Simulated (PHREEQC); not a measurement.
Dissolve 0.038 mol (NH4)2SiF6 per kg of water at 25 °C. It is in equilibrium with CO2 at log p = -3.4 (atm). Otherwise closed; pH follows from the charge balance.

The numbers come from PHREEQC with the ion-association model, phreeqc.dat.

No solid was allowed to form.

Problem. What pH, ionic strength does the model give?

Solution. pH 3.12; ionic strength 0.114 mol/kgw.

Problem. In which forms is Si present?

Solution. SiF6-2 98 %, H4SiO4 1.9 % of the Si.

Saturation is exceeded, for instance for Quartz (slow to form), Chalcedony (slow to form); the values hold only as long as no solid forms. SiF6-2 is the database's only silicon fluoride.
